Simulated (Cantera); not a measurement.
Feed: 1 mol BN, a varied amount of H2O, 36 mol H2, at 1550 K and 0.00133 bar.

Method: chemical equilibrium by Gibbs-energy minimisation in Cantera with the NASA 1993 tables (ideal gas, pure condensed phases). Candidate condensed phases: B, BN, B2O3, B3O3H3, H2O; 39 gas species. Gases not in the tables: H3BO3. Equilibrium is a limit: real reactors are often held back by kinetics, nucleation or transport.

x: gas mole fraction; n: condensed amount in mol.

| n(H2O) (mol) | x H2 | x H2O | x HBO2 | x HBO | x N2 | x B2O3 | x B2O2 | n BN(s) |
|---|---|---|---|---|---|---|---|---|
| 1.1 | 0.964 | 6.16e-5 | 0.00148 | 0.0171 | 0.0129 | (withheld) | 0.00197 | 0.0156 |
| 1.3 | 0.964 | 0.000241 | 0.00432 | 0.0128 | 0.0130 | (withheld) | 0.00110 | 0 |
| 1.6 | 0.964 | 0.00111 | 0.0103 | 0.00664 | 0.0129 | (withheld) | 0.000299 | 0 |
| 1.9 | 0.960 | 0.00374 | 0.0164 | 0.00310 | 0.0128 | (withheld) | 6.53e-5 | 0 |
| 2.3 | 0.952 | 0.0107 | 0.0207 | 0.00135 | 0.0127 | (withheld) | 1.26e-5 | 0 |
| 2.8 | 0.941 | 0.0218 | 0.0224 | 0.000713 | 0.0126 | (withheld) | 3.54e-6 | 0 |
| 3.4 | 0.927 | 0.0357 | 0.0230 | 0.000441 | 0.0124 | (withheld) | 1.37e-6 | 0 |
| 4.1 | 0.911 | 0.0518 | 0.0231 | 0.000300 | 0.0122 | (withheld) | 6.45e-7 | 0 |
| 4.9 | 0.894 | 0.0697 | 0.0230 | 0.000217 | 0.0119 | (withheld) | 3.45e-7 | 0 |
| 6 | 0.871 | 0.0934 | 0.0226 | 0.000156 | 0.0116 | (withheld) | 1.82e-7 | 0 |
| 7.2 | 0.848 | 0.118 | 0.0221 | 0.000117 | 0.0113 | (withheld) | 1.06e-7 | 0 |
| 8.7 | 0.820 | 0.147 | 0.0215 | 8.86e-5 | 0.0109 | (withheld) | 6.26e-8 | 0 |

Problem. Fill in the missing entries.

Solution. 
- 1.1, x B2O3: 0.00149
- 1.3, x B2O3: 0.00327
- 1.6, x B2O3: 0.00408
- 1.9, x B2O3: 0.00302
- 2.3, x B2O3: 0.00168
- 2.8, x B2O3: 0.000973
- 3.4, x B2O3: 0.000626
- 4.1, x B2O3: 0.000435
- 4.9, x B2O3: 0.000320
- 6, x B2O3: 0.000231
- 7.2, x B2O3: 0.000175
- 8.7, x B2O3: 0.000133
